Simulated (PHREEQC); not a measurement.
Buffer (model solution)

Make-up at 5 °C: 0.02 mol/kgw NH4Cl and 0.00034 mol/kgw Na2B4O7. Closed to the air; pH follows from the charge balance.

Model: ion-association model, wateq4f.dat, run in PHREEQC.

No solid was allowed to form.

### Question
What pH does the model give?

### Answer
pH 8.40.

### Question
In which forms is N present?

### Answer
NH4+ 97 %, NH3 2.7 % of the N.

Complexes and solids missing from the database can't appear. Away from 25 °C the constants follow the database's enthalpies or fits; those with neither stay at their 25 °C values.
